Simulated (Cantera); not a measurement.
A freely propagating, adiabatic, planar premixed flame of H₂ : O₂ : N₂ = 1 : 0.357 : 1.34 (molar parts), unburnt at 575 K and 1.68 atm; mixture-averaged transport, grid criteria slope 0.08 and curve 0.16, no radiation.

Model: the H2/O2 subset of GRI-Mech 3.0, which has no nitrogen chemistry, integrated in Cantera. Burning velocities carry a grid error of a few per cent, more on coarse grids.

Question: Predict: laminar burning velocity; thermal thickness; peak x(OH); peak x(H₂O₂); peak x(H); peak x(O).

Answer: 
```
Property                    Result
------------------------  --------
laminar burning velocity  845 cm/s
thermal thickness         0.224 mm
peak x(OH)                  0.0131
peak x(H₂O₂)               2.59e-5
peak x(H)                   0.0759
peak x(O)                  0.00771
```
